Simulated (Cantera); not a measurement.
Cantera run, input and output.

```python
import numpy as np
import cantera as ct

gas = ct.Solution("gri30.yaml")
gas.TP = 300, 100000
flame = ct.CounterflowDiffusionFlame(gas, width=0.02)
flame.fuel_inlet.X, flame.fuel_inlet.T = {'CH4': 1, 'C2H6': 0.79, 'N2': 1.8}, 425
flame.oxidizer_inlet.X, flame.oxidizer_inlet.T = {'O2': 0.25, 'N2': 0.75}, 550
flame.set_refine_criteria(ratio=3, slope=0.12, curve=0.24, prune=0.03)
show = ['OH', 'H', 'NO', 'CO', 'C2H2']

rows = []
print(f"{'mdot':>8s}{'a_max':>10s}{'a_mean':>10s}{'Tmax/K':>9s}" + "".join(f"{s:>11s}" for s in show) + "   (peak mole fractions)")
for i, mdot in enumerate([0.25, 0.39, 0.62, 0.97, 1.5, 2.4, 3.7]):  # kg/m2/s on the oxidiser side
    flame.oxidizer_inlet.mdot, flame.fuel_inlet.mdot = mdot, 0.88 * mdot
    flame.solve(loglevel=0, auto=(i == 0))
    if flame.T.max() < max(425, 550) + 100:
        print(f"{mdot:8.3g}  no burning solution found from the previous one")
        break
    dT = np.abs(np.gradient(flame.T, flame.grid))
    rows.append([flame.strain_rate("max"), flame.strain_rate("mean"), flame.T.max(),
                 *(flame.X[gas.species_index(s)].max() for s in show), max(dT[0], dT[-1]) / dT.max()])
    print(f"{mdot:8.3g}{rows[-1][0]:10.1f}{rows[-1][1]:10.1f}{rows[-1][2]:9.1f}" + "".join(f"{x:11.3e}" for x in rows[-1][3:-1]))
```

Output:

```
    mdot     a_max    a_mean   Tmax/K         OH          H         NO         CO       C2H2   (peak mole fractions)
    0.25     181.0      35.2   2188.7  9.773e-03  4.521e-03  3.773e-04  6.680e-02  2.583e-02
    0.39     271.0      54.9   2163.7  9.856e-03  4.911e-03  3.422e-04  6.600e-02  2.446e-02
    0.62     414.3      87.2   2136.8  9.825e-03  5.303e-03  3.035e-04  6.519e-02  2.293e-02
    0.97     626.0     136.5   2111.3  9.717e-03  5.672e-03  2.638e-04  6.459e-02  2.139e-02
     1.5     937.7     211.0   2086.2  9.552e-03  6.003e-03  2.221e-04  6.426e-02  1.976e-02
     2.4    1447.8     337.6   2052.9  9.138e-03  6.222e-03  1.712e-04  6.408e-02  1.761e-02
     3.7    2158.6     520.5   2016.4  8.545e-03  6.252e-03  1.222e-04  6.441e-02  1.516e-02
```

Computed with Cantera and GRI-Mech 3.0 (53 species, 325 reactions). GRI-Mech 3.0 has no aromatics or soot, which form on the fuel side of real flames. The maximum strain rate includes the flame's own expansion and is several times the mean.
